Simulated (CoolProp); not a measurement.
Values from CoolProp's reference Helmholtz-energy equation of state, de Reuck 1993.

Question: Give the vapour pressure (bar), vapour Z, liquid viscosity (µPa s), liquid conductivity (mW/(m K)) of saturated methanol at 65.55, 80.75, 141.65 °C.

Answer: 
```csv
T (°C),p (bar),vapour Z,liquid viscosity (µPa s),liquid conductivity (mW/(m K))
65.55,1.06,0.946,322,192
80.75,1.86,0.930,272,189
141.65,11.4,0.817,149,178
```

Viscosity comes from a separate model (Xiang 2006). Thermal conductivity comes from a separate model (Sykioti 2013).
